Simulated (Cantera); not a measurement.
A closed system holds: 1 mol SiC, 0.039 mol Si, a varied amount of H₂, at 1852 °C and 0.00133 bar.

Cantera equilibrium calculation (NASA polynomials, part measured and part estimated; ideal gas, pure solids and liquids). Candidate condensed phases: C, C₆H₆, C₇H₈, C₈H₁₈, Si, SiC; 87 gas species. Gases not in the tables: Si₂H₆ and higher silanes. Kinetics and transport are ignored.

At 0.29 mol H₂, list the 5 most abundant gas species with their mole fractions, and the condensed phases.

H₂ 0.799, Si 0.104, H 0.0889, Si₂C 0.00468, SiH 0.00175. Condensed: SiC(s).
